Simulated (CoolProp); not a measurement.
Values from CoolProp's reference Helmholtz-energy equation of state, Lemmon 2005. It is a short technical equation, of lower accuracy than the large ones.

**Question.** For 1-butene, give the phase and the cv (kJ/(kg K)) at 351.8 K and 0.101 MPa; 374.9 K and 0.101 MPa; 525 K and 0.101 MPa.

**Answer.** 
- 351.8 K and 0.101 MPa: gas; cv 1.59
- 374.9 K and 0.101 MPa: gas; cv 1.68
- 525 K and 0.101 MPa: gas; cv 2.24
